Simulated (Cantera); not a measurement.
A closed system holds: 1 mol Si, 3.5 mol HF.

These are equilibrium values from Cantera (NASA tables, ideal gas, pure condensed phases), not measurements of a reactor. Candidate condensed phases: Si; 25 gas species. The tables' values for SiF₂, SiF₃ are old estimates. The numbers say what is thermodynamically allowed, not how fast it happens.

Stable condensed phases, one row left out:

```
T in K \ P in Pa
              1    3.2     10     32    100    320   1000   3200  10000  32000 100000
   1723       A      A      A      A      A      A      A      A      A      A      B
   1673       A      A      A      A      A      A      A      A      A      B      B
   1573       A      A      A      A      A      A      A      B      B      B      B
   1523       A      A      A      A      A      A      B      B      B      B      B
   1473       A      A      A      A      A      B      B      B      B      B      B
   1423       A      A      A      A      B      B      B      B      B      B      B
   1373       A      A      A      B      B      B      B      B      B      B      B
   1323       A      B      B      B      B      B      B      B      B      B      B
   1273       B      B      B      B      B      B      B      B      B      B      B
   1223       B      B      B      B      B      B      B      B      B      B      B
```

A: gas only; B: Si.

### Question
Give the row for 1623 K.

### Answer
1: gas only; 3.2: gas only; 10: gas only; 32: gas only; 100: gas only; 320: gas only; 1000: gas only; 3200: gas only; 10000: Si; 32000: Si; 100000: Si.
